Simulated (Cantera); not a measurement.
## Transport properties of process gases

Gas mixture: CO : CH₃OH : H₂ = 0.73 : 0.93 : 0.35 (molar parts), at 0.0133 bar, frozen composition.

Cantera's kinetic-theory transport with the Lennard-Jones parameters of GRI-Mech 3.0, ideal gas; thermal conductivity in the multicomponent form. Polar gases are described roughly by these parameters. The composition is frozen, though it would react at the higher temperatures.

```tsv
T (K)	ρ (kg/m³)	cp (J/kg/K)	μ (µPa s)	λ (mW/m/K)	Pr	D (cm²/s) H	D (cm²/s) H₂	D (cm²/s) NO
400	0.0102	1560	16.3	45.9	0.554	145	86.4	25.4
550	0.00739	1792	21.6	65.7	0.587	257	149	44.7
700	0.00581	2001	26.4	86.4	0.611	393	225	67.9
850	0.00478	2169	30.8	107	0.625	550	312	94.8
1000	0.00406	2319	35.0	128	0.635	727	409	125
1150	0.00353	2439	38.9	148	0.641	921	516	158
```
D: mixture-averaged diffusion coefficient of that species in the mixture.
